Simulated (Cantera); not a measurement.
An adiabatic, constant-pressure homogeneous reactor starts with 3.91 % C₃H₈, 17.8 % O₂, 78.3 % N₂, at 1075 K and 1.00 bar.

Detailed kinetics in Cantera: GRI-Mech 3.0 (53 species, 325 reactions). GRI-Mech 3.0 was tuned for natural gas; its chemistry of propane as a main component is partial and can be far from experiment.

### Question
Predict: time of steepest temperature rise; temperature at 0.800 s; equilibrium temperature; x(O₂) at 0.800 s; x(NO) at 0.800 s; x(N₂O) at 0.800 s.

### Answer
time of steepest temperature rise: 0.111 s
temperature at 0.800 s: 2544 K
equilibrium temperature: 2544 K
x(O₂) at 0.800 s: 0.00616 (gas-phase equilibrium 0.00616)
x(NO) at 0.800 s: 0.00410 (gas-phase equilibrium 0.00410)
x(N₂O) at 0.800 s: 2.19e-7 (gas-phase equilibrium 2.19e-7)
